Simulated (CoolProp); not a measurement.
Vapour-liquid equilibrium of R113 (1) + benzene (2) at 34.15 °C; x and y are mole fractions of (1).

Computed with CoolProp (multi-fluid Helmholtz-energy mixture model, Marx 1992 and Thol 2012; pair parameters Bell 2016).

```
x      bubble pressure (MPa)  y at the bubble point  dew pressure at overall composition x (MPa)  liquid density (mol/L)
-----  ---------------------  ---------------------  -------------------------------------------  ----------------------
0.05                 0.02426                  0.249                                      0.01994                   10.87
0.125                0.03042                  0.440                                      0.02138                   10.61
0.2                  0.03522                  0.547                                      0.02304                   10.36
0.275                0.03912                  0.619                                      0.02496                   10.11
0.35                 0.04241                  0.673                                      0.02720                   9.881
0.425                0.04530                  0.717                                      0.02984                   9.658
0.5                  0.04794                  0.756                                      0.03296                   9.444
0.575                0.05041                  0.792                                      0.03665                   9.240
0.65                 0.05279                  0.827                                            ?                   9.043
0.725                0.05511                  0.862                                      0.04581                   8.854
0.8                  0.05741                  0.898                                      0.05093                   8.673
0.875                0.05968                  0.935                                            ?                   8.499
0.95                       ?                  0.973                                      0.06059                   8.332
```

Task: Some entries are withheld; supply them.

Result: 
- 0.65, dew pressure at overall composition x (MPa): 0.04096
- 0.875, dew pressure at overall composition x (MPa): 0.05594
- 0.95, bubble pressure (MPa): 0.06195

No azeotrope shows between x = 0.05 and 0.95.

The pair parameters rest on a limited set of measurements; away from them the model extrapolates.
